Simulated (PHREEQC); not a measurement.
Brine: an equilibrium model

Solution (20 °C): 4.4 mol/kgw CaCl2, 0.1 mol/kgw SrCl2 and 0.051 mol/kgw KBr. Closed to the air; pH follows from the charge balance.

The numbers come from PHREEQC with the Pitzer model, pitzer.dat.

No solid was allowed to form.

**Question.** Predict the activity of water.

**Answer.** activity of water 0.558.

Species that the database lacks are ignored.
